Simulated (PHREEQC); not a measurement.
Consider water at 51 °C with 0.014 mol Cu(BF4)2 per kg of water. Closed to the air; pH follows from the charge balance.

All values are PHREEQC results (ion-association model, wateq4f.dat), not measurements.

```tsv
quantity	before	after
pH	2.88	3.37
ionic strength (mol/kgw)	0.0427	0.0145
HF (mol/kgw)	0.00747	0.0125
F- (mol/kgw)	0.00286	0.0137
HF2- (mol/kgw)	9.39e-5	0.000747
H2F2 (mol/kgw)	5.49e-5	0.000152
```

### Question
Which change was made?
(A) Cu(BF4)2 replaced by KHF2 at the same molality
(B) temperature from 51 to 40 °C
(C) Cu(BF4)2 replaced by NH4BF4 at the same molality
(D) temperature from 51 to 35 °C
(E) 0.01 mol/kgw NaCl added

### Answer
A, Cu(BF4)2 replaced by KHF2 at the same molality

Precipitation was switched off in this run. Constants without temperature data keep their 25 °C values here. Real BF4- forms and hydrolyses slowly; the run takes it at equilibrium.
